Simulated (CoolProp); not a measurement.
2000 sccm (0 °C, 1 atm) of nitrogen bubbles through liquid octamethyltrisiloxane (MDM) at 372.7 K and leaves saturated at a total pressure of 0.15 MPa (ideal gas phase). Each further row changes one setting.

Model: reference Helmholtz-energy equation of state, Thol 2017, in CoolProp.

```json
[
 {"case": "as stated", "vapour pressure (kPa)": "19.6", "mole fraction of vapour": "(withheld)", "delivery (mg/min)": "3180", "delivery (sccm)": "301", "change of delivery for a bath 1 K warmer (%)": "4.3"},
 {"case": "bath temperature 377.7 K", "vapour pressure (kPa)": "(withheld)", "mole fraction of vapour": "0.157", "delivery (mg/min)": "(withheld)", "delivery (sccm)": "372", "change of delivery for a bath 1 K warmer (%)": "4.3"},
 {"case": "total pressure 0.3 MPa", "vapour pressure (kPa)": "19.6", "mole fraction of vapour": "(withheld)", "delivery (mg/min)": "1480", "delivery (sccm)": "(withheld)", "change of delivery for a bath 1 K warmer (%)": "(withheld)"}
]
```

Question: What belongs in the gaps?

Answer: 
- as stated, mole fraction of vapour: 0.131
- bath temperature 377.7 K, vapour pressure (kPa): 23.5
- bath temperature 377.7 K, delivery (mg/min): 3920
- total pressure 0.3 MPa, mole fraction of vapour: 0.0654
- total pressure 0.3 MPa, delivery (sccm): 140
- total pressure 0.3 MPa, change of delivery for a bath 1 K warmer (%): 4.0
